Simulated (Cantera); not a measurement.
Input: 1 mol SiHCl₃, 0.55 mol N₂, equilibrated at 133 Pa.

Method: chemical equilibrium by Gibbs-energy minimisation in Cantera with the NASA 1993 tables (ideal gas, pure condensed phases). Candidate condensed phases: NH₄Cl, Si, Si₃N₄; 28 gas species. N₂ is the only nitrogen source here; it is nearly inert below about 1500 K, so the nitride shown seldom forms there in practice. The tables' values for SiCl₃ are old estimates; treat these amounts as uncertain. Equilibrium is a limit: real reactors are often held back by kinetics, nucleation or transport. All values below are at 1025 K.

Base state: HCl 0.408, SiCl₄ 0.340, N₂ 0.159, H₂ 0.0913, SiCl₃ 0.00141, SiHCl₃ 0.000653, SiCl₂ 0.000122 (mole fractions); condensed: Si₃N₄(s).

### Question
What changes in the equilibrium state with this change: pressure from 133 Pa to 10000 Pa?

### Answer
```tsv
species	before	after
SiCl₄	0.340	0.359
HCl	0.408	0.343
N₂	0.159	0.171
H₂	0.0913	0.126
SiCl₂	0.000122	3.36e-6
SiCl₃	0.00141	0.000240
SiHCl₃	0.000653	0.00113
Si₃N₄(s), mol	0.141	0.131
```

### Question
What changes in the equilibrium state with this change: pressure from 133 Pa to 21000 Pa?

### Answer
```tsv
species	before	after
SiCl₄	0.340	0.363
HCl	0.408	0.331
N₂	0.159	0.173
H₂	0.0913	0.131
SiCl₂	0.000122	1.81e-6
SiCl₃	0.00141	0.000177
SiHCl₃	0.000653	0.00124
Si₃N₄(s), mol	0.141	0.129
```

### Question
What changes in the equilibrium state with this change: SiHCl₃ replaced by SiF₄?

### Answer
| species | before | after |
|---|---|---|
| SiF₄ | 0 | 0.645 |
| N₂ | 0.159 | 0.355 |
| HCl | 0.408 | 0 |
| SiCl₄ | 0.340 | 0 |
| H₂ | 0.0913 | 0 |
| SiCl₃ | 0.00141 | 0 |
| SiHCl₃ | 0.000653 | 0 |
| SiCl₂ | 0.000122 | 0 |
| Si₃N₄(s), mol | 0.141 | 0 |
